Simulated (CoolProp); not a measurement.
Vapour-liquid equilibrium of ethane (1) + CHF3 (R23) (2) at 0.84 MPa; x and y are mole fractions of (1).

Values from CoolProp's multi-fluid Helmholtz-energy mixture model, Bücker 2006 and Penoncello 2003; pair parameters Bell 2016.

```json
[
 {"x": "0.05", "bubble temperature (K)": "232.4", "y at the bubble point": "0.193", "dew temperature at overall composition x (K)": "236.5", "liquid density (mol/L)": "17.87"},
 {"x": "0.125", "bubble temperature (K)": "227.6", "y at the bubble point": "0.352", "dew temperature at overall composition x (K)": "234.4", "liquid density (mol/L)": "17.75"},
 {"x": "0.2", "bubble temperature (K)": "225.3", "y at the bubble point": "0.428", "dew temperature at overall composition x (K)": "232.2", "liquid density (mol/L)": "17.51"},
 {"x": "0.275", "bubble temperature (K)": "224.2", "y at the bubble point": "0.468", "dew temperature at overall composition x (K)": "230.0", "liquid density (mol/L)": "17.23"},
 {"x": "0.35", "bubble temperature (K)": "223.7", "y at the bubble point": "0.491", "dew temperature at overall composition x (K)": "227.7", "liquid density (mol/L)": "16.97"},
 {"x": "0.425", "bubble temperature (K)": "223.5", "y at the bubble point": "0.508", "dew temperature at overall composition x (K)": "225.4", "liquid density (mol/L)": "16.74"},
 {"x": "0.5", "bubble temperature (K)": "223.4", "y at the bubble point": "0.521", "dew temperature at overall composition x (K)": "223.6", "liquid density (mol/L)": "16.55"},
 {"x": "0.575", "bubble temperature (K)": "223.4", "y at the bubble point": "0.536", "dew temperature at overall composition x (K)": "223.9", "liquid density (mol/L)": "16.40"},
 {"x": "0.65", "bubble temperature (K)": "223.6", "y at the bubble point": "0.556", "dew temperature at overall composition x (K)": "225.6", "liquid density (mol/L)": "16.30"},
 {"x": "0.725", "bubble temperature (K)": "224.0", "y at the bubble point": "0.585", "dew temperature at overall composition x (K)": "227.6", "liquid density (mol/L)": "16.22"},
 {"x": "0.8", "bubble temperature (K)": "225.1", "y at the bubble point": "0.630", "dew temperature at overall composition x (K)": "229.8", "liquid density (mol/L)": "16.15"},
 {"x": "0.875", "bubble temperature (K)": "227.1", "y at the bubble point": "0.706", "dew temperature at overall composition x (K)": "232.0", "liquid density (mol/L)": "16.06"},
 {"x": "0.95", "bubble temperature (K)": "231.1", "y at the bubble point": "0.844", "dew temperature at overall composition x (K)": "234.1", "liquid density (mol/L)": "15.90"}
]
```

y crosses x between x = 0.5 and 0.575: the model has an azeotrope there.

Pair parameters are fitted to limited data, so mixtures are less certain than the pure fluids. With so large a gap from Raoult's law the liquid may split in two, which this calculation doesn't test in full.
